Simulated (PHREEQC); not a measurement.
A solution holds 0.0021 mol CaCl2, 0.0028 mol Na2SO4 and 0.0057 mol KCl per kg of water, at 25 °C. Closed to the air; pH follows from the charge balance.

Computed with PHREEQC (ion-association model, phreeqc.dat).

```
quantity                     before     after
-------------------------  --------  --------
pH                             7.02      5.35
ionic strength (mol/kgw)     0.0191    0.0193
SO4-2 (mol/kgw)             0.00243   0.00243
Ca+2 (mol/kgw)              0.00183   0.00182
CaSO4 (mol/kgw)            0.000274  0.000272
KSO4- (mol/kgw)             5.62e-5   5.82e-5
SI of Gypsum (CaSO4:2H2O)     -1.23     -1.23
SI of Sylvite (KCl)           -5.27     -5.26
```

Task: What was changed between the two runs?
(A) temperature from 25 to 40 °C
(B) diluted 5-fold with water
(C) 0.00022 mol/kgw KH2PO4 added
(D) KCl from 0.0057 to 0.00057 mol/kgw
(E) CaCl2 from 0.0021 to 0.0105 mol/kgw

Result: C, 0.00022 mol/kgw KH2PO4 added

This is a speciation only: nothing precipitates in the calculation.
